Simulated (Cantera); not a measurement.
## Equilibrium for carbothermic reduction: PbO + C + H2 + CO

Input: 1 mol PbO, 4.4 mol C, 0.82 mol H2, 1.6 mol CO, at 12.0 Pa.

Method: chemical equilibrium by Gibbs-energy minimisation in Cantera with the NASA 1993 tables (ideal gas, pure condensed phases). Candidate condensed phases: C, C6H6, C7H8, C8H18, H2O, Pb, PbO, PbO2, Pb3O4; 113 gas species. The numbers say what is thermodynamically allowed, not how fast it happens.

From 1025 °C to 2225 °C the condensed part is C(graphite). The main Pb-bearing gas is Pb throughout.

```
T (°C)   x CO       x H   x Pb    x H2  n C(graphite)
------  -----  --------  -----  ------  -------------
1025    0.588   4.21e-5  0.226   0.185           3.40
1225    0.588  0.000675  0.226   0.185           3.40
1425    0.587   0.00563  0.226   0.182           3.40
1625    0.580    0.0293  0.223   0.168           3.40
1825    0.559    0.0998  0.215   0.126           3.40
2025    0.526     0.213  0.202  0.0592           3.39
2225    0.501     0.284  0.193  0.0156           3.32
```
x: gas mole fraction; n: condensed amount in mol.
